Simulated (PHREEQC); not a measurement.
A column of 1 m (40 cells, dispersivity 0.035 m, 60 s a shift, diffusion coefficient 3e-10 m²/s) holds 0.078 eq of the database's cation exchanger X per kg of pore water, first in equilibrium with 0.049 mol/kgw CdCl2 and 1e-05 mol/kgw HCl. It is flushed with 1.5 mmol/kgw KCl, 10 mmol/kgw CaCl2, 34 mmol/kgw BaCl2 and 0.01 mmol/kgw HCl, at 25 °C. Values are for the last cell. CO2 from the air is kept out. Precipitation was switched off in this run.

The series has 33 steps of pore volumes, from 0 to 4.013.

All values are PHREEQC results (ion-association model, phreeqc.dat), not measurements.

After how many pore volumes does Ba at the outlet first reach half of its feed value?

By 1.9 pore volumes.

After how many pore volumes does Ca at the outlet first reach half of its feed value?

By 1.9 pore volumes.

After how many pore volumes does K at the outlet first reach half of its feed value?

By 1.8 pore volumes.
